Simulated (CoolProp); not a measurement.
Properties of oxygen along the isobar 6.77 MPa (Tc = -118.6 °C, pc = 5.046 MPa, ω = 0.022).

The numbers come from the reference Helmholtz-energy equation of state, Schmidt 1985 in CoolProp.

| T (°C) | phase | density (kg/m³) | cv (kJ/(kg K)) | isothermal compressibility (1/MPa) |
|---|---|---|---|---|
| -143.85 | liquid | 943.9 | 0.8326 | 0.006341 |
| -131.55 | liquid | 851.2 | 0.8183 | 0.01270 |
| -119.35 | liquid | 713.3 | 0.8366 | 0.04435 |
| -107.05 | supercritical | 342.8 | 0.8990 | 0.4313 |
| -94.75 | supercritical | 225.6 | 0.7797 | 0.2439 |
| -82.55 | supercritical | 184.9 | 0.7373 | 0.2030 |
| -70.25 | supercritical | 160.7 | 0.7137 | 0.1846 |
| -57.95 | supercritical | 143.9 | 0.6991 | 0.1742 |
| -45.75 | supercritical | 131.3 | 0.6898 | 0.1675 |
| -33.45 | supercritical | 121.1 | 0.6835 | 0.1628 |
| -21.15 | supercritical | 112.7 | 0.6794 | 0.1594 |
| -8.95 | supercritical | 105.7 | 0.6767 | 0.1568 |
| 3.35 | supercritical | 99.65 | 0.6751 | 0.1548 |
